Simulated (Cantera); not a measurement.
**Roasting and sulfation: MgO + SO₃ + O₂**

A closed system holds: 1 mol MgO, 1.7 mol SO₃, 3.1 mol O₂, at 6750 Torr.

Equilibrium computed with Cantera from the NASA thermochemical tables; the gas is ideal and each condensed phase is pure. Candidate condensed phases: Mg, MgO, MgS, MgSO₄, S; 14 gas species. Rates play no part.

```json
[
 {"T (°C)": "725", "log p O₂": "0.87", "log p SO₂": "-0.57", "log p SO₃": "0.13", "log p O": "-9.40", "log p SO": "<-11", "log p O₃": "-9.72", "n MgSO₄(s)": "1.00", "n MgSO₄(l)": "0", "n MgO(s)": "0"},
 {"T (°C)": "775", "log p O₂": "0.87", "log p SO₂": "-0.38", "log p SO₃": "0.08", "log p O": "-8.76", "log p SO": "<-11", "log p O₃": "-9.36", "n MgSO₄(s)": "1.00", "n MgSO₄(l)": "0", "n MgO(s)": "0"},
 {"T (°C)": "825", "log p O₂": "0.87", "log p SO₂": "-0.23", "log p SO₃": "0.01", "log p O": "-8.19", "log p SO": "-10.97", "log p O₃": "-9.03", "n MgSO₄(s)": "1.00", "n MgSO₄(l)": "0", "n MgO(s)": "0"},
 {"T (°C)": "875", "log p O₂": "0.87", "log p SO₂": "-0.12", "log p SO₃": "-0.08", "log p O": "-7.67", "log p SO": "-10.23", "log p O₃": "-8.74", "n MgSO₄(s)": "1.00", "n MgSO₄(l)": "0", "n MgO(s)": "0"},
 {"T (°C)": "925", "log p O₂": "0.87", "log p SO₂": "-0.04", "log p SO₃": "-0.18", "log p O": "-7.18", "log p SO": "-9.58", "log p O₃": "-8.46", "n MgSO₄(s)": "1.00", "n MgSO₄(l)": "0", "n MgO(s)": "0"},
 {"T (°C)": "975", "log p O₂": "0.87", "log p SO₂": "0.02", "log p SO₃": "-0.29", "log p O": "-6.74", "log p SO": "-8.99", "log p O₃": "-8.21", "n MgSO₄(s)": "1.00", "n MgSO₄(l)": "0", "n MgO(s)": "0"},
 {"T (°C)": "1025", "log p O₂": "0.87", "log p SO₂": "0.06", "log p SO₃": "-0.41", "log p O": "-6.33", "log p SO": "-8.46", "log p O₃": "-7.98", "n MgSO₄(s)": "1.00", "n MgSO₄(l)": "0", "n MgO(s)": "0"},
 {"T (°C)": "1075", "log p O₂": "0.87", "log p SO₂": "0.09", "log p SO₃": "-0.52", "log p O": "-5.95", "log p SO": "-7.98", "log p O₃": "-7.76", "n MgSO₄(s)": "1.00", "n MgSO₄(l)": "0", "n MgO(s)": "0"},
 {"T (°C)": "1125", "log p O₂": "0.87", "log p SO₂": "0.12", "log p SO₃": "-0.63", "log p O": "-5.60", "log p SO": "-7.54", "log p O₃": "-7.56", "n MgSO₄(s)": "1.00", "n MgSO₄(l)": "0", "n MgO(s)": "0"},
 {"T (°C)": "1175", "log p O₂": "0.87", "log p SO₂": "0.13", "log p SO₃": "-0.74", "log p O": "-5.27", "log p SO": "-7.14", "log p O₃": "-7.38", "n MgSO₄(s)": "0", "n MgSO₄(l)": "1.00", "n MgO(s)": "0"},
 {"T (°C)": "1225", "log p O₂": "0.80", "log p SO₂": "0.40", "log p SO₃": "-0.63", "log p O": "-5.01", "log p SO": "-6.47", "log p O₃": "-7.32", "n MgSO₄(s)": "0", "n MgSO₄(l)": "0", "n MgO(s)": "1.00"},
 {"T (°C)": "1275", "log p O₂": "0.80", "log p SO₂": "0.41", "log p SO₃": "-0.73", "log p O": "-4.72", "log p SO": "-6.12", "log p O₃": "-7.15", "n MgSO₄(s)": "0", "n MgSO₄(l)": "0", "n MgO(s)": "1.00"},
 {"T (°C)": "1325", "log p O₂": "0.80", "log p SO₂": "0.41", "log p SO₃": "-0.82", "log p O": "-4.45", "log p SO": "-5.80", "log p O₃": "-7.00", "n MgSO₄(s)": "0", "n MgSO₄(l)": "0", "n MgO(s)": "1.00"}
]
```
log p: log10 of the partial pressure in bar; n: condensed amount in mol.

From 725 °C to 1125 °C the condensed part is MgSO₄(s). At 1175 °C the condensed part is MgSO₄(l). From 1225 °C to 1325 °C the condensed part is MgO(s).
